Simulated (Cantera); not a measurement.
A closed system holds: 1 mol CHF₃, 9.8 mol H₂, at 195 Torr.

Cantera equilibrium calculation (NASA polynomials, part measured and part estimated; ideal gas, pure solids and liquids). Candidate condensed phases: C, C₆H₆, C₇H₈, C₈H₁₈; 95 gas species. The numbers say what is thermodynamically allowed, not how fast it happens.

Question: At 1475 K, list the 4 most abundant gas species with their mole fractions, and the condensed phases.

Answer: H₂ 0.745, HF 0.254, CH₄ 0.000420, H 2.20e-5. Condensed: C(graphite).
